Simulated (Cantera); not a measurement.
What does this Cantera script print?

```python
import numpy as np
import cantera as ct

gas_names = [...]  # 87 gases of nasa_gas.yaml made of C, H, Si
cond_names = """
    C(gr) C6H6(L) C7H8(L) C8H18(L),n-octa Si(cr) Si(L) SiC(b)
""".split()


# ... load() reads the species with a 1 bar reference pressure and builds the phases ...
atoms = {
    'Si(CH3)4': {'Si': 1, 'C': 4, 'H': 12},
    'C2H2': {'C': 2, 'H': 2},
    'H2': {'H': 2},
}
top_T = {'C(gr)': 4500, 'SiC(b)': 3050}  # K; cautious upper limits of use, not melting points


# ... equilibrate(T, P, feed) seeds the gas with the atoms and calls Mixture.equilibrate('TP', solver="vcs", rtol=1e-11, max_steps=5000) ...
results = []
feed = {'Si(CH3)4': 1, 'C2H2': 0.026, 'H2': 58}  # mol
P = 370  # Pa
for T in [1075, 1225, 1375, 1525, 1675, 1825, 1975, 2125, 2275]:
    mix = equilibrate(T, P, feed)
    results.append((T, P, feed, dict(zip(mix.species_names, mix.species_moles))))

top = {s: max(r[3][s] / sum(r[3][g] for g in gas_names) for r in results) for s in gas_names}
cols = sorted((s for s in top if top[s] > 1e-06), key=lambda s: -top[s])[:5]
seen = [c for c in cond_names if any(r[3].get(c, 0) > 1e-12 for r in results)]
print("log10 of partial pressures in bar; condensed amounts in mol")
print(f"{'T/K':>10s}" + "".join(f"{s[:9]:>10s}" for s in cols + seen))
for T, P, feed, n in results:
    ng = sum(n[g] for g in gas_names)
    print(f"{T:10.4g}" + "".join(f"{np.log10(max(n[s] / ng * P / 1e5, 1e-99)):10.3f}" for s in cols)
          + "".join(f"{n.get(c, 0):10.4g}" for c in seen))
```

It prints:

```
log10 of partial pressures in bar; condensed amounts in mol
       T/K        H2         H        Si C2H2,acet      SiC2     C(gr)    SiC(b)
      1075    -2.432    -9.049   -17.263   -10.555   -22.252     3.041         1
      1225    -2.432    -7.722   -14.170    -9.221   -18.188     3.049         1
      1375    -2.432    -6.681   -11.755    -8.182   -15.022     3.051         1
      1525    -2.432    -5.842    -9.820    -7.350   -12.486      3.05         1
      1675    -2.433    -5.151    -8.234    -6.669   -10.412     3.044    0.9999
      1825    -2.435    -4.574    -6.911    -6.103    -8.685     3.027    0.9976
      1975    -2.442    -4.085    -5.792    -5.630    -7.226     2.999    0.9678
      2125    -2.460    -3.670    -4.833    -5.236    -5.978     3.109    0.6847
      2275    -2.500    -3.321    -4.359    -4.920    -5.257      3.36         0
```

Method: chemical equilibrium by Gibbs-energy minimisation in Cantera with the NASA 1993 tables (ideal gas, pure condensed phases). Gases not in the tables: Si2H6 and higher silanes.
